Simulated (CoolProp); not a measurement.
Saturation properties of propylene (Tc = 91.1 °C, pc = 4.555 MPa, ω = 0.146).

Model: reference Helmholtz-energy equation of state, Lemmon 2013, in CoolProp.

```
T (°C)  p (MPa)  vapour density (kg/m³)
------  -------  ----------------------
-19.35   0.3127                   6.772
-10.75   0.4179                   8.924
-2.05    0.5492                   11.61
6.65     0.7088                   14.90
15.25    0.8979                   18.86
23.95     1.125                   23.73
32.65     1.390                   29.65
41.25     1.696                   36.80
49.95     2.052                   45.72
58.55     2.455                   56.83
67.25     2.920                   71.44
75.95     3.450                   91.72
84.55     4.045                   124.2
```

It boils at -47.6 °C under 1 atm.
